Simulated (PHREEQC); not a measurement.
Dissolve 0.15 mol/kgw MnSO4 and 0.029 mol/kgw ZnCl2 at 80 °C. Closed to the air; pH follows from the charge balance.

Model: ion-association model, phreeqc.dat, run in PHREEQC.

| quantity | before | after |
|---|---|---|
| pH | 5.32 | 4.75 |
| ionic strength (mol/kgw) | 0.301 | 0.0699 |
| Zn+2 (mol/kgw) | 0.0126 | 0.0206 |
| ZnCl+ (mol/kgw) | 0.00301 | 0.00807 |
| ZnCl2 (mol/kgw) | 7.90e-5 | 0.000295 |
| ZnOH+ (mol/kgw) | 3.10e-5 | 2.10e-5 |

Problem. Name the change that produced these shifts.
A. MnSO4 left out
B. MnSO4 from 0.15 to 0.135 mol/kgw
C. temperature from 80 to 40 °C

Solution. A, MnSO4 left out

Precipitation was switched off in this run. Away from 25 °C the constants follow the database's enthalpies or fits; those with neither stay at their 25 °C values.
